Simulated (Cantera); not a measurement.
Input: 1 mol HF, 0.068 mol O2, 4 mol H2, at 2375 K and 0.230 bar.

Method: chemical equilibrium by Gibbs-energy minimisation in Cantera with the NASA 1993 tables (ideal gas, pure condensed phases). Candidate condensed phases: H2O; 22 gas species. Equilibrium is a limit: real reactors are often held back by kinetics, nucleation or transport.

Base state: H2 0.750, HF 0.197, H2O 0.0267, H 0.0255, OH 0.000161 (mole fractions); condensed: gas only.

**Question.** What changes in the equilibrium state with this change: temperature from 2375 K to 3348 K?

**Answer.** 
```json
[
 {"species": "H", "before": "0.0255", "after": "0.497"},
 {"species": "H2", "before": "0.750", "after": "0.334"},
 {"species": "HF", "before": "0.197", "after": "0.146"},
 {"species": "H2O", "before": "0.0267", "after": "0.00923"},
 {"species": "O", "before": "3.68e-6", "after": "0.00507"},
 {"species": "O2", "before": "5.44e-8", "after": "5.43e-5"}
]
```
